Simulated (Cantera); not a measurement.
Thermodynamics of carbon deposition, reforming and gasification, feed C₂H₅OH + O₂ + N₂ + H₂O

A closed system holds: 1 mol C₂H₅OH, 0.069 mol O₂, 0.22 mol N₂, 0.7 mol H₂O, equilibrated at 0.230 bar.

Cantera equilibrium calculation (NASA polynomials, part measured and part estimated; ideal gas, pure solids and liquids). Candidate condensed phases: C, C₆H₆, C₇H₈, C₈H₁₈, H₂O; 169 gas species. Ions and electrons are included (thermal ionisation). Rates play no part.

From 3000 K to 5000 K nothing is condensed. The main C-bearing gas is CO throughout.

```
T (K)    x H     x H₂   x CO    x N₂       x C
-----  -----  -------  -----  ------  --------
3000   0.221    0.449  0.284  0.0278   9.80e-5
3250   0.379    0.321  0.258  0.0253  0.000598
3500   0.538    0.191  0.231  0.0232   0.00242
3750   0.653   0.0976  0.212  0.0221   0.00627
4000   0.714   0.0462  0.201  0.0217    0.0107
4250   0.743   0.0220  0.196  0.0215    0.0135
4500   0.755   0.0110  0.193  0.0209    0.0151
4750   0.760  0.00578  0.190  0.0197    0.0167
5000   0.759  0.00320  0.186  0.0177    0.0199
```
x: gas mole fraction; nothing condenses.
